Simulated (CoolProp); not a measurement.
R236FA along the isotherm 126.85 °C: density (kg/m³) from the reference equation and from simpler models built on Tc = 124.9 °C, pc = 31.91 bar, ω = 0.377; each cubic takes its own stable root.

Values from CoolProp's reference Helmholtz-energy equation of state, Pan 2012.

| p (bar) | phase | reference | Soave-Redlich-Kwong | Peng-Robinson |
|---|---|---|---|---|
| 0.151 | gas | 0.6914 | 0.6914 | 0.6915 |
| 0.269 | gas | 1.233 | 1.233 | 1.234 |
| 0.479 | gas | 2.201 | 2.201 | 2.202 |
| 0.851 | gas | 3.926 | 3.926 | 3.930 |
| 1.51 | gas | 7.018 | 7.015 | 7.028 |
| 2.69 | gas | … | 12.66 | … |
| 4.79 | gas | 23.13 | 23.10 | … |
| 8.51 | gas | … | 42.99 | 43.46 |
| 15.1 | gas | 84.58 | 84.08 | … |
| 26.9 | gas | 203.3 | … | … |
| 47.9 | supercritical | 907.1 | 745.7 | 825.7 |

**Question.** Some entries are withheld; supply them.

**Answer.** 
- 2.69, reference: 12.67
- 2.69, Peng-Robinson: 12.70
- 4.79, Peng-Robinson: 23.24
- 8.51, reference: 43.09
- 15.1, Peng-Robinson: 85.84
- 26.9, Soave-Redlich-Kwong: 198.2
- 26.9, Peng-Robinson: 207.3
